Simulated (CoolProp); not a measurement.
100 sccm (0 °C, 1 atm) of nitrogen bubbles through liquid o-xylene at 353.7 K and leaves saturated at a total pressure of 0.15 MPa (ideal gas phase). Each further row changes one setting.

Values from CoolProp's reference Helmholtz-energy equation of state, Zhou 2012.

```
case                      vapour pressure (kPa)  mole fraction of vapour  delivery (mg/min)  delivery (sccm)  change of delivery for a bath 1 K warmer (%)
------------------------  ---------------------  -----------------------  -----------------  ---------------  --------------------------------------------
as stated                                  13.0                   0.0864                  ?             9.45                                           4.4
bath temperature 358.7 K                   15.7                        ?                  ?                ?                                           4.3
total pressure 0.3 MPa                     13.0                        ?               21.4                ?                                             ?
```

### Question
Some entries are withheld; supply them.

### Answer

- as stated, delivery (mg/min): 44.8
- bath temperature 358.7 K, mole fraction of vapour: 0.105
- bath temperature 358.7 K, delivery (mg/min): 55.4
- bath temperature 358.7 K, delivery (sccm): 11.7
- total pressure 0.3 MPa, mole fraction of vapour: 0.0432
- total pressure 0.3 MPa, delivery (sccm): 4.51
- total pressure 0.3 MPa, change of delivery for a bath 1 K warmer (%): 4.2
